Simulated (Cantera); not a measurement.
Input (Python, Cantera) and output of one run.

```python
import numpy as np
import cantera as ct

gas_names = [...]  # 77 gases of nasa_gas.yaml made of C, H, Ta
cond_names = """
    C(gr) C6H6(L) C7H8(L) C8H18(L),n-octa Ta(cr) Ta(L) TaC(s) TaC(L)
""".split()


# ... load() reads the species with a 1 bar reference pressure and builds the phases ...
atoms = {
    'Ta': {'Ta': 1},
    'CH4': {'C': 1, 'H': 4},
    'H2': {'H': 2},
}
top_T = {'C(gr)': 4500}  # K; cautious upper limits of use, not melting points


# ... equilibrate(T, P, feed) seeds the gas with the atoms and calls Mixture.equilibrate('TP', solver="vcs", rtol=1e-11, max_steps=5000) ...
results = []
feed = {'Ta': 1, 'CH4': 2.8, 'H2': 35}  # mol
P = 1333.22  # Pa
for T in [1348, 1423, 1498, 1573, 1648, 1723, 1798, 1873, 1948, 2023, 2098, 2173]:
    mix = equilibrate(T, P, feed)
    results.append((T, P, feed, dict(zip(mix.species_names, mix.species_moles))))
    x = sorted(zip(gas.X, gas.species_names), reverse=True)
    print(f"T = {T:g} K  P = {P:g} Pa  gas = {mix.phase_moles(0):.4g} mol")
    print("   x: " + "  ".join(f"{s} {v:.3e}" for v, s in x if v > 1e-06))
    print("   condensed (mol): " + ("  ".join(f"{mix.phase(i).name} {mix.phase_moles(i):.4g}"
          for i in range(1, mix.n_phases) if mix.phase_moles(i) > 1e-12) or "none"))
```

It prints:

```
T = 1348 K  P = 1333.22 Pa  gas = 40.6 mol
   x: H2 9.999e-01  CH4 7.777e-05  H 2.004e-05  C2H2,acetylene 1.202e-06
   condensed (mol): C(gr) 1.797  TaC(s) 1
T = 1423 K  P = 1333.22 Pa  gas = 40.6 mol
   x: H2 9.999e-01  H 5.752e-05  CH4 5.076e-05  C2H2,acetylene 3.433e-06
   condensed (mol): C(gr) 1.798  TaC(s) 1
T = 1498 K  P = 1333.22 Pa  gas = 40.6 mol
   x: H2 9.998e-01  H 1.488e-04  CH4 3.458e-05  C2H2,acetylene 8.810e-06
   condensed (mol): C(gr) 1.798  TaC(s) 1
T = 1573 K  P = 1333.22 Pa  gas = 40.61 mol
   x: H2 9.996e-01  H 3.521e-04  CH4 2.444e-05  C2H2,acetylene 2.064e-05
   condensed (mol): C(gr) 1.797  TaC(s) 1
T = 1648 K  P = 1333.22 Pa  gas = 40.61 mol
   x: H2 9.992e-01  H 7.709e-04  C2H2,acetylene 4.469e-05  CH4 1.783e-05
   condensed (mol): C(gr) 1.796  TaC(s) 1
T = 1723 K  P = 1333.22 Pa  gas = 40.63 mol
   x: H2 9.983e-01  H 1.578e-03  C2H2,acetylene 9.035e-05  CH4 1.337e-05
   condensed (mol): C(gr) 1.792  TaC(s) 1
T = 1798 K  P = 1333.22 Pa  gas = 40.66 mol
   x: H2 9.968e-01  H 3.044e-03  C2H2,acetylene 1.720e-04  CH4 1.026e-05
   condensed (mol): C(gr) 1.786  TaC(s) 1
T = 1873 K  P = 1333.22 Pa  gas = 40.71 mol
   x: H2 9.941e-01  H 5.573e-03  C2H2,acetylene 3.102e-04  CH4 8.032e-06
   condensed (mol): C(gr) 1.774  TaC(s) 1
T = 1948 K  P = 1333.22 Pa  gas = 40.8 mol
   x: H2 9.897e-01  H 9.736e-03  C2H2,acetylene 5.334e-04  CH4 6.390e-06  CH3 1.253e-06
   condensed (mol): C(gr) 1.756  TaC(s) 1
T = 2023 K  P = 1333.22 Pa  gas = 40.93 mol
   x: H2 9.828e-01  H 1.631e-02  C2H2,acetylene 8.779e-04  CH4 5.146e-06  CH3 1.684e-06
   condensed (mol): C(gr) 1.728  TaC(s) 1
T = 2098 K  P = 1333.22 Pa  gas = 41.14 mol
   x: H2 9.723e-01  H 2.628e-02  C2H2,acetylene 1.388e-03  CH4 4.178e-06  CH3 2.202e-06
   condensed (mol): C(gr) 1.685  TaC(s) 1
T = 2173 K  P = 1333.22 Pa  gas = 41.45 mol
   x: H2 9.570e-01  H 4.088e-02  C2H2,acetylene 2.112e-03  CH4 3.405e-06  C2H 2.896e-06  CH3 2.800e-06  C4H2 1.895e-06
   condensed (mol): C(gr) 1.624  TaC(s) 1
```

Cantera equilibrium calculation (NASA polynomials, part measured and part estimated; ideal gas, pure solids and liquids). TaC: taken at fixed stoichiometry. Condensed phases not in the tables: Ta2C.
